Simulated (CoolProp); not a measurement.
R123 at 293.15 K and 0.0137 MPa is compressed adiabatically to 0.0338 MPa with isentropic efficiency 0.6. Each further row changes one setting.

Model: reference Helmholtz-energy equation of state, Younglove 1994, in CoolProp. It is a modified Benedict-Webb-Rubin equation, recast in Helmholtz form.

```tsv
case	work (kJ/kg)	final temperature (K)	final density (kg/m³)
as stated	?	?	?
efficiency 1	14.8	?	?
efficiency 0.65	22.8	?	?
```

**Question.** Some entries are withheld; supply them.

**Answer.** 
- as stated, work (kJ/kg): 24.7
- as stated, final temperature (K): 329.5
- as stated, final density (kg/m³): 1.91
- efficiency 1, final temperature (K): 315.5
- efficiency 1, final density (kg/m³): 1.99
- efficiency 0.65, final temperature (K): 326.8
- efficiency 0.65, final density (kg/m³): 1.92
